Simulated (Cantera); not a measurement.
Feed: 1 mol Fe2O3, 1.3 mol HCl, 0.11 mol O2, equilibrated at 1348 K.

Method: chemical equilibrium by Gibbs-energy minimisation in Cantera with the NASA 1993 tables (ideal gas, pure condensed phases). Candidate condensed phases: Fe, FeCl2, FeCl3, FeO, Fe(OH)2, Fe(OH)3, Fe2O3, Fe3O4, H2O; 22 gas species. The numbers say what is thermodynamically allowed, not how fast it happens.

x: gas mole fraction; n: condensed amount in mol.

| P (Pa) | x HCl | x H2O | x Cl2 | x O2 | x FeCl2 | x FeCl3 | x Cl | n Fe2O3(s) |
|---|---|---|---|---|---|---|---|---|
| 1000 | 0.734 | 0.0882 | 0.00943 | 0.0831 | 0.0615 | 0.00546 | 0.0182 | 0.952 |
| 2400 | 0.743 | 0.0873 | (withheld) | 0.0795 | (withheld) | (withheld) | (withheld) | 0.957 |
| 5600 | 0.747 | 0.0894 | 0.0217 | 0.0750 | 0.0419 | 0.0133 | 0.0117 | 0.961 |
| 13000 | 0.745 | 0.0948 | (withheld) | 0.0700 | (withheld) | (withheld) | (withheld) | 0.965 |
| 32000 | 0.737 | 0.104 | 0.0401 | 0.0641 | 0.0236 | 0.0245 | 0.00664 | 0.967 |
| 75000 | 0.723 | 0.116 | 0.0507 | 0.0584 | 0.0169 | 0.0302 | 0.00488 | 0.968 |
| 180000 | 0.703 | 0.130 | 0.0625 | 0.0524 | 0.0117 | 0.0360 | 0.00349 | 0.968 |
| 420000 | 0.680 | 0.147 | 0.0745 | 0.0465 | 0.00810 | 0.0415 | 0.00250 | 0.967 |
| 1000000 | 0.651 | 0.166 | 0.0872 | 0.0405 | 0.00549 | 0.0468 | 0.00175 | 0.964 |

### Question
Complete the blanks.

### Answer

- 2400, x Cl2: 0.0148
- 2400, x FeCl2: 0.0518
- 2400, x FeCl3: 0.00892
- 2400, x Cl: 0.0147
- 13000, x Cl2: 0.0299
- 13000, x FeCl2: 0.0325
- 13000, x FeCl3: 0.0185
- 13000, x Cl: 0.00900
